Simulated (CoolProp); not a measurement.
Values from CoolProp's reference Helmholtz-energy equation of state, Thol 2016.

**Question.** For hexamethyldisiloxane (MM), give the phase and the density (kg/m³), expansivity (1/kK), fugacity coefficient at 388 K and 16.3 bar; 514.3 K and 16.3 bar.

**Answer.** 
- 388 K and 16.3 bar: liquid; density 662, expansivity 1.84, fugacity coefficient 0.0956
- 514.3 K and 16.3 bar: gas; density 112, expansivity 16.2, fugacity coefficient 0.698
